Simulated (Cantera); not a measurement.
An isothermal, constant-pressure homogeneous reactor starts with H₂ : O₂ : N₂ = 1.2 : 1 : 1 (molar parts), equivalence ratio 0.60, at 1223 K and 100000 Pa. Integrator tolerance rtol = 1e-08.

Detailed kinetics in Cantera: the H2/O2 subset of GRI-Mech 3.0, which has no nitrogen chemistry. The temperature is held fixed by assumption; the heat of reaction is taken as removed at once.

Question: What does this change do: temperature 1223 to 773 K?

Answer: 
| quantity | before | after |
|---|---|---|
| x(H₂) at 2.00 s | 2.41e-8 (gas-phase equilibrium 2.41e-8) | 0.375 (gas-phase equilibrium <1e-12) |
| x(O₂) at 2.00 s | 0.154 (gas-phase equilibrium 0.154) | 0.312 (gas-phase equilibrium 0.154) |
| x(H₂O) at 2.00 s | 0.462 (gas-phase equilibrium 0.462) | 5.13e-7 (gas-phase equilibrium 0.462) |
| x(OH) at 2.00 s | 8.11e-6 (gas-phase equilibrium 8.11e-6) | <1e-12 (gas-phase equilibrium 7.42e-10) |
| x(H) at 2.00 s | 4.70e-11 (gas-phase equilibrium 4.70e-11) | 4.52e-12 (gas-phase equilibrium <1e-12) |
Below about 950 K walls govern HO2 and H2O2 in real vessels.
